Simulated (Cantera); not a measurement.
A Cantera script and what it prints.

```python
import numpy as np
import cantera as ct

gas_names = """
    CL CL2 H HCL H2 Si SiCL SiCL2 SiCL3 SiCL4 SiH SiHCL3 SiH2 SiH2CL2 SiH3 SiH3CL SiH4 Si2 Si3
""".split()
cond_names = """
    Si(cr) Si(L)
""".split()


# ... load() reads the species with a 1 bar reference pressure and builds the phases ...
atoms = {
    'Si': {'Si': 1},
    'Cl2': {'CL': 2},
    'H2': {'H': 2},
}
top_T = {}  # K; cautious upper limits of use, not melting points


# ... equilibrate(T, P, feed) seeds the gas with the atoms and calls Mixture.equilibrate('TP', solver="vcs", rtol=1e-11, max_steps=5000) ...
results = []
feed = {'Si': 1, 'Cl2': 1.1, 'H2': 5.1}  # mol
P = 180000  # Pa
for T in [600, 700, 800, 900, 1000, 1100, 1200]:
    mix = equilibrate(T, P, feed)
    results.append((T, P, feed, dict(zip(mix.species_names, mix.species_moles))))

top = {s: max(r[3][s] / sum(r[3][g] for g in gas_names) for r in results) for s in gas_names}
cols = sorted((s for s in top if top[s] > 1e-06), key=lambda s: -top[s])[:6]
seen = [c for c in cond_names if any(r[3].get(c, 0) > 1e-12 for r in results)]
print("log10 of partial pressures in bar; condensed amounts in mol")
print(f"{'T/K':>10s}" + "".join(f"{s[:9]:>10s}" for s in cols + seen))
for T, P, feed, n in results:
    ng = sum(n[g] for g in gas_names)
    print(f"{T:10.4g}" + "".join(f"{np.log10(max(n[s] / ng * P / 1e5, 1e-99)):10.3f}" for s in cols)
          + "".join(f"{n.get(c, 0):10.4g}" for c in seen))
```

Result:

```
log10 of partial pressures in bar; condensed amounts in mol
       T/K        H2     SiCL4    SiHCL3       HCL     SiCL3   SiH2CL2    Si(cr)
       600     0.203    -0.973    -1.035    -4.295    -6.635    -2.397    0.3723
       700     0.203    -0.965    -1.052    -3.399    -5.315    -2.321     0.374
       800     0.203    -0.958    -1.068    -2.731    -4.329    -2.270    0.3766
       900     0.203    -0.955    -1.084    -2.215    -3.566    -2.236    0.3814
      1000     0.201    -0.959    -1.103    -1.807    -2.963    -2.215    0.3899
      1100     0.197    -0.974    -1.130    -1.478    -2.481    -2.207    0.4033
      1200     0.191    -1.011    -1.172    -1.213    -2.099    -2.216    0.4201
```

These are equilibrium values from Cantera (NASA tables, ideal gas, pure condensed phases), not measurements of a reactor. The tables' values for SiCl3 are old estimates; treat these amounts as uncertain.
